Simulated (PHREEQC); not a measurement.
Solution (25 °C): 0.0013 mol/kgw KHCO3, 0.00047 mol/kgw Na2B4O7 and 0.1 mol/kgw KCl. Closed to the air; pH follows from the charge balance.

Computed with PHREEQC (ion-association model, wateq4f.dat).

| quantity | before | after |
|---|---|---|
| pH | 8.99 | 9.01 |
| H3BO3 (mol/kgw) | 0.00106 | 0.000113 |
| H2BO3- (mol/kgw) | 0.000818 | 7.49e-5 |
| CO2 (mol/kgw) | 2.12e-6 | 2.40e-7 |
| SI of Nahcolite (NaHCO3) | -5.62 | -7.48 |
| SI of Halite (NaCl) | -5.83 | -7.70 |

**Question.** What was changed between the two runs?
(A) diluted 10-fold with water
(B) Na2B4O7 from 0.00047 to 0.000517 mol/kgw
(C) Na2B4O7 from 0.00047 to 0.000705 mol/kgw
(D) 0.012 mol/kgw Na2SO4 added
(E) 0.048 mol/kgw H2SO4 added

**Answer.** A, diluted 10-fold with water

This is a speciation only: nothing precipitates in the calculation.
